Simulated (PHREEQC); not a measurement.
**Copper plating or etch bath**

A solution holds 110 mmol/kgw Cu(NO3)2, 1 mmol/kgw HNO3 and 0.077 mmol/kgw FeCl3, at 25 °C. Closed to the air; pH follows from the charge balance.

All values are PHREEQC results (ion-association model, phreeqc.dat), not measurements.

Each row changes one thing in this solution. This is a speciation only: nothing precipitates in the calculation.

```csv
case,pH,ionic strength (mol/kgw),Cl- (mol/kgw)
as made,3.08,0.331,0.000213
FeCl3 replaced by KCl at the same molality,3.11,0.331,7.11e-5
Cu(NO3)2 left out,2.98,0.00131,0.000231
Cu(NO3)2 replaced by Cd(NO3)2 at the same molality,3.08,0.305,6.61e-5
Cu(NO3)2 from 0.11 to 0.022 mol/kgw,3.04,0.0673,0.000225
Cu(NO3)2 from 0.11 to 0.55 mol/kgw,3.11,1.65,0.000181
```

The ionic strength passes 0.7 mol/kgw, the rough limit of the ion-association models, in Cu(NO3)2 from 0.11 to 0.55 mol/kgw. Some of these states are supersaturated (in Hematite (slow to form), Goethite (slow to form), for instance).
